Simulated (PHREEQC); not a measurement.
Solution (73 °C): 0.21 mol HF, 0.17 mol NH4HF2 and 0.0092 mol H2SO4 per kg of water. Closed to the air; pH follows from the charge balance.

The numbers come from PHREEQC with the ion-association model, wateq4f.dat.

This is a speciation only: nothing precipitates in the calculation.

Order these S species by the share of S that they hold, largest first: SO4-2, HSO4-, NH4SO4-.

SO4-2 (56 %), NH4SO4- (34 %), HSO4- (10 %)

The pH is 2.85 and the ionic strength 0.174 mol/kgw. wateq4f.dat counts part of the HF as a dimer, H2F2, which phreeqc.dat doesn't know; its constant is uncertain. Constants without temperature data keep their 25 °C values here.
